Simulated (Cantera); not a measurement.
## Thermodynamics of boron, boron nitride and boron oxide, feed B2H6 + NH3 + H2

Input: 1 mol B2H6, a varied amount of NH3, 1.9 mol H2, equilibrated at 0.00100 bar.

Equilibrium computed with Cantera from the NASA thermochemical tables; the gas is ideal and each condensed phase is pure. Candidate condensed phases: B, BN; 15 gas species. The feed counts by its element totals alone. Mutual solubility and eutectic melting of coexisting phases are not modelled. Rates play no part.

Stable condensed phases:

```
T in °C \ n(NH3) in mol
          0.1 0.21 0.41 0.81  1.6  3.2  6.3   13
   1625     A    A    B    B    B    C    C    C
   1600     A    B    B    B    B    C    C    C
   1575     A    B    B    B    B    C    C    C
   1550     B    B    B    B    B    C    C    C
   1525     B    B    B    B    B    C    C    C
   1500     B    B    B    B    B    C    C    C
   1475     B    B    B    B    B    C    C    C
   1450     B    B    B    B    B    C    C    C
   1425     B    B    B    B    B    C    C    C
   1400     B    B    B    B    B    C    C    C
```

A: B; B: B + BN; C: BN.
